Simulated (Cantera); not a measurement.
A Cantera script and what it prints.

```python
import numpy as np
import cantera as ct

gas_names = """
    H H2 N NH NH2 NH3 N2 N2H2 N2H4 Si SiH SiH2 SiH3 SiH4 SiN Si2 Si2N Si3
""".split()
cond_names = """
    Si(cr) Si(L) Si3N4(a)
""".split()


# ... load() reads the species with a 1 bar reference pressure and builds the phases ...
atoms = {
    'SiH4': {'Si': 1, 'H': 4},
    'N2': {'N': 2},
}
top_T = {'Si3N4(a)': 2400}  # K; cautious upper limits of use, not melting points


# ... equilibrate(T, P, feed) seeds the gas with the atoms and calls Mixture.equilibrate('TP', solver="vcs", rtol=1e-11, max_steps=5000) ...
results = []
T = 2123.15  # K
P = 10000  # Pa
for m in [0.32, 0.46, 0.65, 0.93, 1.3, 1.9, 2.7, 3.8, 5.4, 7.7, 11, 16]:
    feed = {'SiH4': 1, 'N2': m}  # mol
    mix = equilibrate(T, P, feed)
    results.append((T, P, feed, dict(zip(mix.species_names, mix.species_moles))))
    x = sorted(zip(gas.X, gas.species_names), reverse=True)
    print(f"T = {T:g} K  P = {P:g} Pa  n(N2) = {m:g} mol  gas = {mix.phase_moles(0):.4g} mol")
    print("   x: " + "  ".join(f"{s} {v:.3e}" for v, s in x if v > 0.001))
    print("   condensed (mol): " + ("  ".join(f"{mix.phase(i).name} {mix.phase_moles(i):.4g}"
          for i in range(1, mix.n_phases) if mix.phase_moles(i) > 1e-12) or "none"))
```

It prints:

```
T = 2123.15 K  P = 10000 Pa  n(N2) = 0.32 mol  gas = 2.337 mol
   x: H2 8.504e-01  N2 1.369e-01  H 1.047e-02  Si 1.703e-03
   condensed (mol): Si(L) 0.9946
T = 2123.15 K  P = 10000 Pa  n(N2) = 0.46 mol  gas = 2.477 mol
   x: H2 8.020e-01  N2 1.856e-01  H 1.017e-02  Si 1.703e-03
   condensed (mol): Si(L) 0.9942
T = 2123.15 K  P = 10000 Pa  n(N2) = 0.65 mol  gas = 2.668 mol
   x: H2 7.444e-01  N2 2.436e-01  H 9.797e-03  Si 1.703e-03
   condensed (mol): Si(L) 0.9938
T = 2123.15 K  P = 10000 Pa  n(N2) = 0.93 mol  gas = 2.949 mol
   x: H2 6.732e-01  N2 3.153e-01  H 9.317e-03  Si 1.703e-03
   condensed (mol): Si(L) 0.9931
T = 2123.15 K  P = 10000 Pa  n(N2) = 1.3 mol  gas = 3.321 mol
   x: H2 5.976e-01  N2 3.914e-01  H 8.778e-03  Si 1.703e-03
   condensed (mol): Si(L) 0.9923
T = 2123.15 K  P = 10000 Pa  n(N2) = 1.9 mol  gas = 3.923 mol
   x: H2 5.055e-01  N2 4.842e-01  H 8.074e-03  Si 1.703e-03
   condensed (mol): Si(L) 0.9909
T = 2123.15 K  P = 10000 Pa  n(N2) = 2.7 mol  gas = 4.726 mol
   x: N2 5.712e-01  H2 4.193e-01  H 7.353e-03  Si 1.703e-03
   condensed (mol): Si(L) 0.9891
T = 2123.15 K  P = 10000 Pa  n(N2) = 3.8 mol  gas = 5.83 mol
   x: N2 6.517e-01  H2 3.396e-01  H 6.617e-03  Si 1.703e-03
   condensed (mol): Si(L) 0.9867
T = 2123.15 K  P = 10000 Pa  n(N2) = 5.4 mol  gas = 7.436 mol
   x: N2 7.261e-01  H2 2.659e-01  H 5.856e-03  Si 1.703e-03
   condensed (mol): Si(L) 0.9832
T = 2123.15 K  P = 10000 Pa  n(N2) = 7.7 mol  gas = 9.743 mol
   x: N2 7.902e-01  H2 2.026e-01  H 5.111e-03  Si 1.703e-03
   condensed (mol): Si(L) 0.9781
T = 2123.15 K  P = 10000 Pa  n(N2) = 11 mol  gas = 13.05 mol
   x: N2 8.426e-01  H2 1.509e-01  H 4.411e-03  Si 1.703e-03
   condensed (mol): Si(L) 0.9709
T = 2123.15 K  P = 10000 Pa  n(N2) = 16 mol  gas = 18.07 mol
   x: N2 8.854e-01  H2 1.088e-01  H 3.745e-03  Si 1.703e-03
   condensed (mol): Si(L) 0.96
```

Equilibrium computed with Cantera from the NASA thermochemical tables; the gas is ideal and each condensed phase is pure. The tables' values for SiN are old estimates; treat these amounts as uncertain. Gases not in the tables: Si2H6 and higher silanes.
